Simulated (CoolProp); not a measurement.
Saturation properties of oxygen.

Values from CoolProp's reference Helmholtz-energy equation of state, Schmidt 1985.

```
T (°C)   p (MPa)  liquid cp (kJ/(kg K))  liquid viscosity (µPa s)  liquid conductivity (mW/(m K))
-------  -------  ---------------------  ------------------------  ------------------------------
-162.75   0.5585                  1.810                       120                             121
-159.55   0.6910                  1.843                       112                             117
-156.45   0.8398                    ___                       105                             112
-153.35    1.010                  1.924                      97.9                             108
-150.25    1.205                  1.978                      91.3                             ___
-147.05    1.432                  2.046                      84.9                            98.3
-143.95    1.680                  2.129                      79.0                             ___
-140.85    1.958                  2.235                       ___                            89.3
-137.75      ___                  2.375                       ___                            84.8
-134.65      ___                  2.568                      62.7                            80.4
-131.45    3.001                  2.863                      57.4                            75.8
-128.35    3.419                  3.328                      52.2                            71.3
```

Task: Some entries are withheld; supply them.

Result: 
- -156.45, liquid cp (kJ/(kg K)): 1.880
- -150.25, liquid conductivity (mW/(m K)): 103
- -143.95, liquid conductivity (mW/(m K)): 93.8
- -140.85, liquid viscosity (µPa s): 73.4
- -137.75, p (MPa): 2.267
- -137.75, liquid viscosity (µPa s): 68.0
- -134.65, p (MPa): 2.609

It boils at -183.0 °C under 1 atm.

Viscosity comes from a separate model (Lemmon 2004). Thermal conductivity comes from a separate model (Lemmon 2004).
